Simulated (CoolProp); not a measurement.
Vapour-liquid equilibrium of R134a (1) + cyclopropane (2) at 61.35 °C; x and y are mole fractions of (1).

Values from CoolProp's multi-fluid Helmholtz-energy mixture model, Tillner-Roth 1994 and Polt 1992; pair parameters Bell 2016. This equation is an older, rougher fit; its heat capacities, sound speeds and derivatives of the liquid may be far off and weren't checked against measurements.

```tsv
x	bubble pressure, mixture model (MPa)	bubble pressure, Raoult's law (MPa)	y, mixture model	y, Raoult's law
0.05	1.867	1.732	0.098	0.050
0.125	2.018	1.732	[?]	0.125
0.2	2.121	1.733	0.280	0.200
0.275	2.189	1.733	[?]	0.276
0.35	2.232	1.733	0.395	0.351
0.425	2.255	1.734	0.444	0.426
0.5	2.259	1.734	[?]	0.501
0.575	[?]	1.734	0.543	0.576
0.65	2.212	1.735	0.597	0.651
0.725	[?]	1.735	0.658	0.726
0.8	[?]	1.735	0.728	0.800
0.875	1.975	1.736	0.812	0.875
0.95	[?]	1.736	0.916	0.950
```

What belongs in the gaps?


- 0.125, y, mixture model: 0.203
- 0.275, y, mixture model: 0.342
- 0.5, y, mixture model: 0.493
- 0.575, bubble pressure, mixture model (MPa): 2.245
- 0.725, bubble pressure, mixture model (MPa): 2.157
- 0.8, bubble pressure, mixture model (MPa): 2.079
- 0.95, bubble pressure, mixture model (MPa): 1.842

The largest gap from Raoult's law is +30.3 % in bubble pressure, at x = 0.5. y crosses x between x = 0.425 and 0.5: the model has an azeotrope there.

Pair parameters are fitted to limited data, so mixtures are less certain than the pure fluids.
